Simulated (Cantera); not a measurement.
Input: 1 mol B2H6, 17 mol H2, 1 mol H2O, equilibrated at 775 °C and 5.60 mbar.

These are equilibrium values from Cantera (NASA tables, ideal gas, pure condensed phases), not measurements of a reactor. Candidate condensed phases: B, B2O3, B3O3H3, H2O; 23 gas species. The feed counts by its element totals alone. Mutual solubility and eutectic melting of coexisting phases are not modelled. Equilibrium is a limit: real reactors are often held back by kinetics, nucleation or transport.

Question: What is the equilibrium state?

Answer: 
| Property | Value |
|---|---|
| x(H2) | 0.999 |
| x(B3O3H3) | 0.000475 |
| x(HBO) | 3.87e-5 |
| n(B(s)) | 1.32 mol |
| n(B2O3(l)) | 0.323 mol |
| gas amount | 21.00 mol |
| log10 activity of B3O3H3(s) (absent) | -9.32 |
